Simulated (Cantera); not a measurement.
A closed system holds: 1 mol LiCl, 0.28 mol H2, at 100 Torr.

Cantera equilibrium calculation (NASA polynomials, part measured and part estimated; ideal gas, pure solids and liquids). Candidate condensed phases: Li, LiCl, LiH; 11 gas species. Kinetics and transport are ignored.

x: gas mole fraction; n: condensed amount in mol.

```tsv
T (K)	x H2	x LiCl	x Li2Cl2	x Li3Cl3	x HCl	x Li	n LiCl(l)
1173	0.931	0.0354	0.0329	0.00103	7.70e-6	[?]	0.969
1198	0.902	0.0513	0.0449	0.00131	1.22e-5	[?]	0.955
1223	0.865	0.0732	0.0605	0.00166	1.88e-5	[?]	0.935
1248	0.815	0.103	0.0804	0.00207	2.84e-5	[?]	0.907
1273	0.750	0.142	0.105	0.00256	4.19e-5	[?]	0.865
1298	0.666	0.194	0.137	0.00313	6.04e-5	[?]	0.800
1323	0.559	0.262	0.175	0.00378	8.43e-5	[?]	0.688
1348	0.425	0.349	0.222	0.00453	0.000113	[?]	0.469
```

### Question
Complete the blanks.

### Answer

- 1173, x Li: 7.45e-6
- 1198, x Li: 1.18e-5
- 1223, x Li: 1.83e-5
- 1248, x Li: 2.76e-5
- 1273, x Li: 4.09e-5
- 1298, x Li: 5.90e-5
- 1323, x Li: 8.26e-5
- 1348, x Li: 0.000111
